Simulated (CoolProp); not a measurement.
Vapour-liquid equilibrium of hydrogen chloride (1) + propane (2) at -2.35 °C; x and y are mole fractions of (1).

Values from CoolProp's multi-fluid Helmholtz-energy mixture model, Thol 2018 and Lemmon 2009; pair parameters Bell 2016.

```
x     bubble pressure, mixture model (bar)  bubble pressure, Raoult's law (bar)  y, mixture model  y, Raoult's law
----  ------------------------------------  -----------------------------------  ----------------  ---------------
0.05                                     ?                                5.409                 ?            0.225
0.2                                      ?                                8.398                 ?            0.580
0.35                                     ?                                11.39             0.736            0.748
0.5                                  17.46                                14.38             0.800            0.847
0.65                                 19.69                                17.37                 ?            0.911
0.8                                  21.73                                20.35             0.902            0.957
0.95                                 23.71                                23.34                 ?            0.991
```

Problem. Complete the blanks.

Solution. 
- 0.05, bubble pressure, mixture model (bar): 6.267
- 0.05, y, mixture model: 0.299
- 0.2, bubble pressure, mixture model (bar): 11.09
- 0.2, y, mixture model: 0.623
- 0.35, bubble pressure, mixture model (bar): 14.73
- 0.65, y, mixture model: 0.849
- 0.95, y, mixture model: 0.970

The largest gap from Raoult's law is +32.1 % in bubble pressure, at x = 0.2. No azeotrope shows between x = 0.05 and 0.95.

Pair parameters are fitted to limited data, so mixtures are less certain than the pure fluids.
